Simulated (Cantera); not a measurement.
Charge: 1 mol C2H6, a varied amount of CO2, equilibrated at 1898.15 K and 65.0 Pa.

Method: chemical equilibrium by Gibbs-energy minimisation in Cantera with the NASA 1993 tables (ideal gas, pure condensed phases). Candidate condensed phases: C, C6H6, C7H8, C8H18, H2O; 110 gas species. Kinetics and transport are ignored.

Task: Which condensed phases are stable at each of these points (n(CO2) (mol)): 0.039, 0.073, 0.14, 0.25, 0.46, 0.86, 1.6, 3, 5.5?

Result: 
```csv
n(CO2) (mol),condensed phases,C condensed (%)
0.039,C(graphite),96.1
0.073,C(graphite),92.8
0.14,C(graphite),86.8
0.25,C(graphite),77.7
0.46,C(graphite),62.5
0.86,C(graphite),39.8
1.6,C(graphite),11.0
3,gas only,0.0
5.5,gas only,0.0
```

From 0.039 mol CO2 to 1.6 mol CO2 the condensed part is C(graphite). From 3 mol CO2 to 5.5 mol CO2 nothing is condensed.
